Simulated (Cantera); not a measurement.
An isothermal, constant-pressure homogeneous reactor starts with 1.11 % H2, 85.3 % O2, 13.6 % N2, equivalence ratio 0.0065, at 1000 K and 4.95 Torr.

Model: GRI-Mech 3.0 (53 species, 325 reactions), integrated in Cantera. Radical loss at walls, strong at low pressure, is not modelled.

x: mole fraction; the columns are a selection and need not sum to one.

```
t (s)        x H2   x O2        x OH     x N2O       x H
--------  -------  -----  ----------  --------  --------
1.00e-6    0.0111  0.853      <1e-12    <1e-12    <1e-12
3.80e-6    0.0111  0.853      <1e-12    <1e-12    <1e-12
1.44e-5    0.0111  0.853      <1e-12    <1e-12    <1e-12
5.48e-5    0.0111  0.853      <1e-12    <1e-12  2.28e-12
0.000208   0.0111  0.853    2.47e-12    <1e-12  7.03e-12
0.000790   0.0111  0.853    2.09e-11    <1e-12  1.76e-11
0.00300    0.0111  0.853    1.64e-10    <1e-12  7.34e-11
0.0114     0.0111  0.853  (withheld)    <1e-12   5.18e-9
0.0433    0.00242  0.846  (withheld)  2.82e-11   0.00171
0.164     4.51e-5  0.847  (withheld)  5.23e-10  0.000451
0.624     1.21e-5  0.850  (withheld)  9.89e-10   6.39e-5
2.37      1.40e-6  0.852  (withheld)   1.21e-9   2.67e-6
9.00      1.20e-7  0.852  (withheld)   1.29e-9   7.39e-8
```

Question: What belongs in the gaps?

Answer: 
- 0.0114, x OH: 1.32e-8
- 0.0433, x OH: 0.00108
- 0.164, x OH: 0.000318
- 0.624, x OH: 0.000164
- 2.37, x OH: 5.68e-5
- 9.00, x OH: 1.72e-5
